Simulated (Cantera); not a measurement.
# Low-pressure radical oxidation in H2/O2

An isothermal, constant-pressure homogeneous reactor starts with H2 : O2 = 0.24 : 1 (molar parts), equivalence ratio 0.12, at 1125 K and 11.3 Torr.

Computed with Cantera and the H2/O2 subset of GRI-Mech 3.0, which has no nitrogen chemistry. Radical loss at walls, strong at low pressure, is not modelled. The temperature is held fixed by assumption; the heat of reaction is taken as removed at once.

```csv
t (s),x H2,x O2,x H,x H2O,x O
8.00e-5,0.194,0.806,2.94e-9,1.32e-9,1.21e-9
0.000260,0.194,0.806,3.32e-8,4.41e-8,1.99e-8
0.000846,0.193,0.806,3.31e-5,5.37e-5,2.05e-5
0.00275,0.00868,0.710,0.0611,0.154,0.0585
0.00894,0.00420,0.754,0.0184,0.192,0.0266
0.0291,0.000579,0.782,0.000836,0.212,0.00348
0.0946,4.38e-5,0.785,1.77e-5,0.214,0.000268
0.308,4.92e-6,0.786,7.21e-7,0.214,3.17e-5
1.00,8.52e-7,0.786,5.55e-8,0.214,5.74e-6
```
x: mole fraction; the columns are a selection and need not sum to one.

Equilibrium at this temperature and pressure: H2 4.79e-9, O2 0.786, H 2.53e-11, H2O 0.214, O 3.36e-8 (gas phase only).
